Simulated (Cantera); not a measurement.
A closed system holds: 1 mol (CH₃)₂SiCl₂, 0.15 mol HCl, 350 mol H₂, 0.24 mol CH₄, at 1550 K and 100 Pa.

Cantera equilibrium calculation (NASA polynomials, part measured and part estimated; ideal gas, pure solids and liquids). Candidate condensed phases: C, C₆H₆, C₇H₈, C₈H₁₈, Si, SiC; 109 gas species. The feed counts by its element totals alone. The numbers say what is thermodynamically allowed, not how fast it happens.

Base state: H₂ 0.993, HCl 0.00605, H 0.000992, C₂H₂ (acetylene) 1.59e-5 (mole fractions); condensed: C(graphite) + SiC(s).

**Question.** What changes in the equilibrium state with this change: (CH₃)₂SiCl₂ replaced by Si(CH₃)₄?

**Answer.** 
```tsv
species	before	after
H₂	0.993	0.999
H	0.000992	0.000995
HCl	0.00605	0.000420
C₂H₂ (acetylene)	1.59e-5	1.60e-5
C(graphite), mol	1.23	3.23
SiC(s), mol	0.999	1.000
```
